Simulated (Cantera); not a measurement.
Standard-state values (1 bar) from the NASA 1993 polynomials, evaluated with Cantera. Values are per mole of reaction as written; species without (g) are pure solids or liquids, kept so even where they would boil at 1 bar.

Fe + Cl2(g) = FeCl2(g)

```
T (K)  ΔH° (kJ)  ΔS° (J/K)  ΔG° (kJ)  log10 K  condensed phases
-----  --------  ---------  --------  -------  ----------------
300      -141.0       48.9    -155.7    27.10             Fe(α)
1648        ___        ___       ___      ___             Fe(γ)
1748        ___        ___       ___      ___             Fe(δ)
1848     -176.0       20.7    -214.2     6.05             Fe(l)
1948     -177.9       19.7    -216.2     5.80             Fe(l)
2048        ___        ___       ___      ___             Fe(l)
2148     -181.6       17.8    -219.9     5.35             Fe(l)
2248        ___        ___       ___      ___             Fe(l)
2348     -185.4       16.2    -223.3     4.97             Fe(l)
```

**Question.** Fill in the missing entries.

**Answer.** 
- 1648, ΔH° (kJ): -158.3
- 1648, ΔS° (J/K): 30.5
- 1648, ΔG° (kJ): -208.6
- 1648, log10 K: 6.61
- 1748, ΔH° (kJ): -160.5
- 1748, ΔS° (J/K): 29.2
- 1748, ΔG° (kJ): -211.6
- 1748, log10 K: 6.32
- 2048, ΔH° (kJ): -179.7
- 2048, ΔS° (J/K): 18.7
- 2048, ΔG° (kJ): -218.1
- 2048, log10 K: 5.56
- 2248, ΔH° (kJ): -183.5
- 2248, ΔS° (J/K): 17.0
- 2248, ΔG° (kJ): -221.7
- 2248, log10 K: 5.15
